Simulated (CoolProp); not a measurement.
The numbers come from the reference Helmholtz-energy equation of state, de Reuck 1993 in CoolProp.

Question: For methanol, give the phase and the viscosity (µPa s) at 530.1 K and 0.506 MPa; 530.1 K and 0.855 MPa.

Answer: 
- 530.1 K and 0.506 MPa: gas; viscosity 17.4
- 530.1 K and 0.855 MPa: gas; viscosity 17.3

Viscosity comes from a separate model (Xiang 2006).
